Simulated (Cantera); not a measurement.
**Transport properties of process gases**

Gas mixture: 45.0 % CO2, 55.0 % CH4, at 0.405 atm, frozen composition.

Cantera's kinetic-theory transport with the Lennard-Jones parameters of GRI-Mech 3.0, ideal gas; thermal conductivity in the mixture-averaged form. The composition is frozen, though it would react at the higher temperatures.

```csv
T (K),ρ (kg/m³),cp (J/kg/K),μ (µPa s),λ (mW/m/K),Pr,D (cm²/s) H2,D (cm²/s) CO2,D (cm²/s) C2H2
400,0.353,1428,17.8,37.1,0.684,2.85,0.725,0.624
600,0.235,1757,24.6,62.7,0.691,5.67,1.50,1.30
800,0.176,2038,30.5,89.1,0.697,9.18,2.47,2.15
1000,0.141,2268,35.7,115,0.704,13.3,3.62,3.15
1200,0.118,2449,40.5,140,0.708,18.0,4.93,4.29
1400,0.101,2594,44.9,164,0.711,23.3,6.39,5.57
1600,0.0882,2710,49.1,187,0.713,29.0,7.99,6.97
```
D: mixture-averaged diffusion coefficient of that species in the mixture.
